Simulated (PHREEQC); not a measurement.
# Copper plating or etch bath: speciation

Make-up at 47 °C: 0.02 mol/kgw Cu(NO3)2, 0.0011 mol/kgw H2SO4 and 0.068 mol/kgw KCl. Closed to the air; pH follows from the charge balance.

All values are PHREEQC results (ion-association model, phreeqc.dat), not measurements.

Precipitation was switched off in this run.

### Question
Predict the pH, density, specific conductance.

### Answer
pH 2.76; density 0.996 g/cm³; specific conductance 19100 µS/cm.

### Question
In which forms is S present?

### Answer
SO4-2 55 %, CuSO4 26 %, KSO4- 12 %, HSO4- 6.8 % of the S.

Constants without temperature data keep their 25 °C values here.
